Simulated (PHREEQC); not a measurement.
0.14 g of hydrous ferric oxide (600 m²/g; 0.2 weak and 0.005 strong sites per Fe, Dzombak-Morel constants, diffuse double layer) in 1 kg of water with 0.001 mol/kgw of an inert sodium salt and 0.23 mmol/kgw NiCl2, 0.005 mmol/kgw Na2SO4 and 0.002 mmol/kgw PbCl2, at 25 °C; the pH is set by adding NaOH or the inert anion's acid. Oxygen alone is held at its pressure in air (log pO2 = -0.68). The system is closed to CO2. Nothing may precipitate in this run.

The series has 17 steps of pH, from 3 to 11.

Equilibrium calculation in PHREEQC: ion-association model, wateq4f.dat.

Near which pH is half of the Ni sorbed, and on which side is more sorbed?

Near pH 7.8, with more sorbed at higher pH.

Near which pH is half of the S sorbed, and on which side is more sorbed?

Near pH 6.8, with more sorbed at lower pH.

Near which pH is half of the Pb sorbed, and on which side is more sorbed?

Near pH 4.2, with more sorbed at higher pH.

Along this series the solution becomes supersaturated in solids that the run did not let form, among them Ni(OH)2, Ni4(OH)6SO4. The oxide is taken as insoluble; below pH 4 it would dissolve.
